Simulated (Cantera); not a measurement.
Charge: 1 mol Fe(CO)₅, 0.088 mol O₂, 12 mol H₂, held at 1150 K and 3.80 mbar.

These are equilibrium values from Cantera (NASA tables, ideal gas, pure condensed phases), not measurements of a reactor. Candidate condensed phases: C, C₆H₆, C₇H₈, C₈H₁₈, Fe, Fe(CO)₅, FeO, Fe(OH)₂, Fe(OH)₃, Fe₂O₃, Fe₃O₄, H₂O; 114 gas species. The numbers say what is thermodynamically allowed, not how fast it happens.

Base state: H₂ 0.698, CO 0.291, H₂O 0.00766, CO₂ 0.00269 (mole fractions); condensed: Fe(α).

Task: What changes in the equilibrium state with this change: pressure from 3.80 mbar to 0.700 bar?

Result: 
```
species      before    after
----------  -------  -------
H₂            0.698    0.692
CO            0.291    0.288
H₂O         0.00766   0.0111
CH₄         2.05e-7  0.00461
CO₂         0.00269  0.00391
Fe(α), mol     1.00     1.00
```

Task: What changes in the equilibrium state with this change: 0.036 mol NH₃ added?

Result: 
```tsv
species	before	after
H₂	0.698	0.698
CO	0.291	0.290
H₂O	0.00766	0.00764
N₂	0	0.00105
CO₂	0.00269	0.00267
Fe(α), mol	1.00	1.00
```
